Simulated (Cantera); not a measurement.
Charge: 1 mol Si, 0.0076 mol O2, 81 mol CO, held at 0.420 Torr.

These are equilibrium values from Cantera (NASA tables, ideal gas, pure condensed phases), not measurements of a reactor. Candidate condensed phases: C, Si, SiC, SiO2; 20 gas species. Mutual solubility and eutectic melting of coexisting phases are not modelled. The tables hold silica as quartz up to 1696 K and as liquid above; real silica turns to tridymite and cristobalite and melts near 1996 K. Kinetics and transport are ignored.

Which condensed phases are stable at each of these points (T (K)): 848, 898, 948, 998, 1048, 1098, 1148, 1198, 1248, 1298, 1348, 1398, 1448, 1498?


```csv
T (K),condensed phases,Si condensed (%)
848,C(graphite) + SiO2(β-quartz),100.0
898,C(graphite) + SiO2(β-quartz),100.0
948,C(graphite) + SiO2(β-quartz),100.0
998,C(graphite) + SiO2(β-quartz),100.0
1048,C(graphite) + SiO2(β-quartz),100.0
1098,C(graphite) + SiO2(β-quartz),100.0
1148,C(graphite) + SiO2(β-quartz),100.0
1198,C(graphite) + SiO2(β-quartz),100.0
1248,C(graphite) + SiO2(β-quartz),99.6
1298,C(graphite) + SiO2(β-quartz),94.7
1348,SiC(s) + SiO2(β-quartz),71.0
1398,SiC(s),49.2
1448,SiC(s),49.2
1498,SiC(s),49.2
```

From 848 K to 1298 K the condensed part is C(graphite) + SiO2(β-quartz). At 1348 K the condensed part is SiC(s) + SiO2(β-quartz). From 1398 K to 1498 K the condensed part is SiC(s).
